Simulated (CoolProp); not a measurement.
Vapour-liquid equilibrium of hydrogen sulfide (1) + propane (2) at 325 K; x and y are mole fractions of (1).

The numbers come from the multi-fluid Helmholtz-energy mixture model, Lemmon 2006 and Lemmon 2009; pair parameters Kunz 2012 in CoolProp.

```json
[
 {"x": "0.05", "bubble pressure, mixture model (kPa)": "2007", "bubble pressure, Raoult's law (kPa)": "1879", "y, mixture model": "0.119", "y, Raoult's law": "0.098"},
 {"x": "0.125", "bubble pressure, mixture model (kPa)": "2311", "bubble pressure, Raoult's law (kPa)": "2022", "y, mixture model": "[?]", "y, Raoult's law": "0.228"},
 {"x": "0.2", "bubble pressure, mixture model (kPa)": "2582", "bubble pressure, Raoult's law (kPa)": "2165", "y, mixture model": "0.353", "y, Raoult's law": "0.341"},
 {"x": "0.275", "bubble pressure, mixture model (kPa)": "2822", "bubble pressure, Raoult's law (kPa)": "2308", "y, mixture model": "0.434", "y, Raoult's law": "0.440"},
 {"x": "0.35", "bubble pressure, mixture model (kPa)": "3034", "bubble pressure, Raoult's law (kPa)": "2451", "y, mixture model": "[?]", "y, Raoult's law": "0.527"},
 {"x": "0.425", "bubble pressure, mixture model (kPa)": "[?]", "bubble pressure, Raoult's law (kPa)": "2594", "y, mixture model": "0.562", "y, Raoult's law": "0.605"},
 {"x": "0.5", "bubble pressure, mixture model (kPa)": "3382", "bubble pressure, Raoult's law (kPa)": "2737", "y, mixture model": "0.617", "y, Raoult's law": "0.674"},
 {"x": "0.575", "bubble pressure, mixture model (kPa)": "3517", "bubble pressure, Raoult's law (kPa)": "2881", "y, mixture model": "0.668", "y, Raoult's law": "0.737"},
 {"x": "0.65", "bubble pressure, mixture model (kPa)": "[?]", "bubble pressure, Raoult's law (kPa)": "3024", "y, mixture model": "[?]", "y, Raoult's law": "0.794"},
 {"x": "0.725", "bubble pressure, mixture model (kPa)": "3709", "bubble pressure, Raoult's law (kPa)": "3167", "y, mixture model": "0.766", "y, Raoult's law": "0.845"},
 {"x": "0.8", "bubble pressure, mixture model (kPa)": "[?]", "bubble pressure, Raoult's law (kPa)": "3310", "y, mixture model": "0.817", "y, Raoult's law": "0.892"},
 {"x": "0.875", "bubble pressure, mixture model (kPa)": "3780", "bubble pressure, Raoult's law (kPa)": "3453", "y, mixture model": "0.874", "y, Raoult's law": "0.935"},
 {"x": "0.95", "bubble pressure, mixture model (kPa)": "3750", "bubble pressure, Raoult's law (kPa)": "3596", "y, mixture model": "[?]", "y, Raoult's law": "0.975"}
]
```

Complete the blanks.


- 0.125, y, mixture model: 0.252
- 0.35, y, mixture model: 0.502
- 0.425, bubble pressure, mixture model (kPa): 3221
- 0.65, bubble pressure, mixture model (kPa): 3627
- 0.65, y, mixture model: 0.717
- 0.8, bubble pressure, mixture model (kPa): 3762
- 0.95, y, mixture model: 0.943

The largest gap from Raoult's law is +24.2 % in bubble pressure, at x = 0.425. y crosses x between x = 0.8 and 0.875: the model has an azeotrope there.

Pair parameters are fitted to limited data, so mixtures are less certain than the pure fluids.
